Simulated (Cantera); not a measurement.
Input (Python, Cantera):

```python
import numpy as np
import cantera as ct

gas = ct.Solution("gri30.yaml")
gas.TPX = 975, 450, {'H2': 0.21, 'O2': 1}
reactor = ct.IdealGasConstPressureReactor(gas, energy="off", clone=False)
net = ct.ReactorNet([reactor])
net.rtol, net.atol = 1e-08, 1e-18
show = ['H2', 'O2', 'OH', 'H2O2', 'H2O']
times = np.geomspace(2e-06, 80, 11)

steps = ct.SolutionArray(gas, extra=["t"])
rows = []
print(f"{'t/s':>10s}{'T/K':>9s}{'P/Pa':>11s}" + "".join(f"{s:>11s}" for s in show))
for t in times:
    while net.time < t:
        t_next = net.step()
        steps.append(gas.state, t=t_next)
    rows.append([np.interp(t, steps.t, y) for y in (steps.T, steps.P, *steps(*show).X.T)])
    print(f"{t:10.3e}{rows[-1][0]:9.1f}{rows[-1][1]:11.4g}" + "".join(f"{x:11.3e}" for x in rows[-1][2:]))
rate = np.gradient(steps.T, steps.t)
print("integrator steps:", len(steps.t))
if steps.T.max() > steps.T[0] + 200:
    print(f"time of steepest temperature rise: {steps.t[rate.argmax()]:.4e} s")
gas.TPX = 975, 450, {'H2': 0.21, 'O2': 1}
gas.equilibrate("TP")
print(f"equilibrium (TP): T = {gas.T:.1f} K  " + "  ".join(f"{s} {gas[s].X[0]:.3e}" for s in show))
```

It prints:

```
       t/s      T/K       P/Pa         H2         O2         OH       H2O2        H2O
 2.000e-06    975.0        450  1.736e-01  8.264e-01  9.001e-16  2.189e-19  9.070e-18
 1.151e-05    975.0        450  1.736e-01  8.264e-01  2.710e-14  6.829e-18  1.264e-15
 6.629e-05    975.0        450  1.736e-01  8.264e-01  7.386e-13  2.252e-16  2.009e-13
 3.816e-04    975.0        450  1.736e-01  8.264e-01  1.279e-11  7.448e-15  2.205e-11
 2.197e-03    975.0        450  1.736e-01  8.264e-01  5.492e-10  2.503e-13  3.550e-09
 1.265e-02    975.0        450  1.332e-01  8.062e-01  2.895e-03  7.336e-08  2.904e-02
 7.282e-02    975.0        450  2.857e-03  7.892e-01  2.342e-03  9.588e-08  1.746e-01
 4.192e-01    975.0        450  7.402e-05  8.094e-01  3.367e-04  9.684e-08  1.897e-01
 2.414e+00    975.0        450  1.947e-06  8.099e-01  5.842e-05  2.586e-08  1.900e-01
 1.390e+01    975.0        450  1.412e-07  8.099e-01  1.671e-05  6.337e-09  1.900e-01
 8.000e+01    975.0        450  1.698e-08  8.100e-01  5.939e-06  1.527e-09  1.900e-01
integrator steps: 1992
equilibrium (TP): T = 975.0 K  H2 1.290e-10  O2 8.100e-01  OH 5.212e-07  H2O2 2.327e-11  H2O 1.900e-01
```

Model: GRI-Mech 3.0 (53 species, 325 reactions), integrated in Cantera. Radical loss at walls, strong at low pressure, is not modelled. The temperature is held fixed by assumption; the heat of reaction is taken as removed at once.
